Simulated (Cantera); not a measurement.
Input: 1 mol SiHCl3, 0.24 mol C2H4, a varied amount of H2, held at 950 °C and 0.870 bar.

Cantera equilibrium calculation (NASA polynomials, part measured and part estimated; ideal gas, pure solids and liquids). Candidate condensed phases: C, C6H6, C7H8, C8H18, Si, SiC; 109 gas species. Kinetics and transport are ignored.

Question: Which condensed phases are stable at each of these points (n(H2) (mol)): 1.3, 1.6, 2, 2.5, 3.1, 3.9, 4.8, 6, 7.4, 9.2, 11?

Answer: 
```tsv
n(H2) (mol)	condensed phases	Si condensed (%)
1.3	C(graphite) + SiC(s)	42.8
1.6	C(graphite) + SiC(s)	44.4
2	SiC(s)	46.3
2.5	SiC(s)	46.5
3.1	SiC(s)	46.7
3.9	SiC(s)	46.9
4.8	SiC(s)	47.1
6	SiC(s)	47.3
7.4	SiC(s)	47.4
9.2	SiC(s)	47.5
11	SiC(s)	47.6
```

From 1.3 mol H2 to 1.6 mol H2 the condensed part is C(graphite) + SiC(s). From 2 mol H2 to 11 mol H2 the condensed part is SiC(s).
